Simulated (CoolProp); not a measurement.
The fluid at 222.36 K and 0.00879 MPa is compressed adiabatically to 0.0444 MPa with isentropic efficiency 0.85. The same conditions are run with several fluids, on thermodynamics alone (safety and materials aside).

The numbers come from the reference Helmholtz-energy equation of state of each fluid (isobutene: Lemmon 2005; R404A: Lemmon 2003; propane: Lemmon 2009; R143a: Lemmon and Jacobsen 2000; ammonia: Gao 2020) in CoolProp. Blends and air are pseudo-pure fits.

```csv
fluid,work (kJ/kg),final temperature (K),final density (kg/m³)
isobutene,[?],272.6,1.12
R404A,[?],[?],1.92
propane,88.7,283.3,[?]
R143a,[?],[?],1.63
ammonia,[?],344.2,[?]
```

Problem. Complete the blanks.

Solution. 
- isobutene, work (kJ/kg): 68.0
- R404A, work (kJ/kg): 39.4
- R404A, final temperature (K): 274.4
- propane, final density (kg/m³): 0.838
- R143a, work (kJ/kg): 46.1
- R143a, final temperature (K): 278.8
- ammonia, work (kJ/kg): 252
- ammonia, final density (kg/m³): 0.265
